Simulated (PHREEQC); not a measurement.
1 kg of water holding 0.083 mol/kgw SrCl2, 0.038 mol/kgw NaCl, 0.026 mol/kgw CaCl2 and 0.21 mol/kgw KCl is evaporated at 25 °C; the solids stay in contact with the brine. CO2 from the air is kept out. The run lets Halite, Portlandite, Sylvite precipitate or redissolve, and no other solid.

Model: Pitzer model, pitzer.dat, run in PHREEQC.

### Question
Predict ionic strength at water left (kg) = 0.8219, 0.6755, 0.2082.

### Answer
```csv
water left (kg),ionic strength
0.8219,0.700
0.6755,0.851
0.2082,2.76
```
